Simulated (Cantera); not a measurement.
Feed: 1 mol BCl3, 0.35 mol H2O, 0.14 mol N2, at 1025 K and 26.0 Pa.

Method: chemical equilibrium by Gibbs-energy minimisation in Cantera with the NASA 1993 tables (ideal gas, pure condensed phases). Candidate condensed phases: B, BN, B2O3, B3O3H3, H2O, NH4Cl; 49 gas species. The tables' values for BOCl are old estimates; treat these amounts as uncertain. Kinetics and transport are ignored.

Base state: HCl 0.436, BCl3 0.405, N2 0.0871, B3O3Cl3 0.0726, BOCl 0.000118, Cl 2.82e-5, H2 1.47e-5 (mole fractions); condensed: gas only.

**Question.** What changes in the equilibrium state with this change: BCl3 replaced by BF3?

**Answer.** 
```
species    before     after
-------  --------  --------
BF3             0     0.461
HF              0     0.332
N2         0.0871    0.0877
HCl         0.436         0
BCl3        0.405         0
B3O3Cl3    0.0726         0
B3O3F3          0    0.0497
BOF             0    0.0158
H2O       3.11e-8    0.0532
BOCl     0.000118         0
Cl        2.82e-5         0
HBO2      4.33e-7  0.000620
H2        1.47e-5   9.78e-7
```
